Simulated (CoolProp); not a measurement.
The fluoroketone C6F12O (FK-5-1-12) along the isobar 0.101 MPa: density (kg/m³) from the reference equation and from simpler models built on Tc = 441.8 K, pc = 1.869 MPa, ω = 0.471; each cubic takes its own stable root.

Values from CoolProp's reference Helmholtz-energy equation of state, McLinden 2015.

```tsv
T (K)	phase	reference
194.1	liquid	1891
217.4	liquid	1828
240.8	liquid	1765
264.1	liquid	1701
287.5	liquid	1634
310.9	liquid	1563
334.2	gas	12.16
357.6	gas	11.21
380.9	gas	10.43
404.3	gas	9.755
427.6	gas	9.176
```

Task: How far does each simpler model (Redlich-Kwong, Peng-Robinson) lie from the reference over these 11 states: mean and median of the absolute difference, and the worst?

Result: 
- Redlich-Kwong: mean 15.7 %, median 13.8 %, worst -99.2 % at 310.9 K and 0.101 MPa
- Peng-Robinson: mean 1.2 %, median 0.5 %, worst +3.3 % at 310.9 K and 0.101 MPa

At some of these states Redlich-Kwong gives the other phase, because its saturation line lies elsewhere.
